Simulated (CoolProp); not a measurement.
R410A along the isobar 28.4 bar: density (kg/m³) from the reference equation and from simpler models built on Tc = 344.5 K, pc = 49.01 bar, ω = 0.296; each cubic takes its own stable root.

Model: reference Helmholtz-energy equation of state, Lemmon 2003, in CoolProp. It is a pseudo-pure fit of the blend.

```tsv
T (K)	phase	reference
339.7	gas	100.3
352.1	gas	91.23
364.4	gas	84.52
376.7	gas	79.16
389	gas	74.72
401.4	gas	70.91
413.7	gas	67.62
426	gas	64.72
438.4	gas	62.11
450.7	gas	59.78
463	gas	57.66
475.3	gas	55.72
487.7	gas	53.92
500	gas	52.26
```

How far does each simpler model (ideal gas, Peng-Robinson) lie from the reference over these 14 states: mean and median of the absolute difference, and the worst?


- ideal gas: mean 12.6 %, median 10.7 %, worst -27.2 % at 339.7 K and 28.4 bar
- Peng-Robinson: mean 0.5 %, median 0.5 %, worst +0.7 % at 389 K and 28.4 bar
